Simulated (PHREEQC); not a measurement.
Dissolve 0.00097 mol K3PO4 per kg of water at 7.8 °C. Closed to the air; pH follows from the charge balance.

The numbers come from PHREEQC with the ion-association model, phreeqc.dat.

Each row changes one thing in this solution. Precipitation was switched off in this run.

```tsv
case	pH	ionic strength (mol/kgw)
as made	11.52	0.00412
diluted 100-fold with water	9.60	3.88e-5
K3PO4 replaced by KOH at the same molality	11.59	0.000970
temperature from 7.8 to 85 °C	9.45	0.00388
K3PO4 replaced by Na3PO4 at the same molality	11.52	0.00412
K3PO4 replaced by KHF2 at the same molality	3.41	0.00137
K3PO4 from 0.00097 to 9.7e-05 mol/kgw	10.59	0.000391
K3PO4 from 0.00097 to 0.000194 mol/kgw	10.88	0.000786
```

Complexes and solids missing from the database can't appear. At this temperature some constants are extrapolated from 25 °C, and those without enthalpy data are left unchanged.
